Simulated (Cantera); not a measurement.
Charge: 1 mol Fe(CO)5, 1.6 mol N2, held at 0.00133 bar.

Method: chemical equilibrium by Gibbs-energy minimisation in Cantera with the NASA 1993 tables (ideal gas, pure condensed phases). Candidate condensed phases: C, Fe, Fe(CO)5, FeO, Fe2O3, Fe3O4; 27 gas species. Condensed phases not in the tables: cementite and carbon dissolved in iron. Rates play no part. All values below are at 602 °C.

Base state: CO 0.748, N2 0.244, CO2 0.00801 (mole fractions); condensed: C(graphite) + Fe(α).

Q: What changes in the equilibrium state with this change: pressure from 0.00133 bar to 0.0200 bar?

A: 
```csv
species,before,after
CO,0.748,0.646
N2,0.244,0.264
CO2,0.00801,0.0898
"C(graphite), mol",0.0525,0.544
"Fe(α), mol",1.00,1.00
```
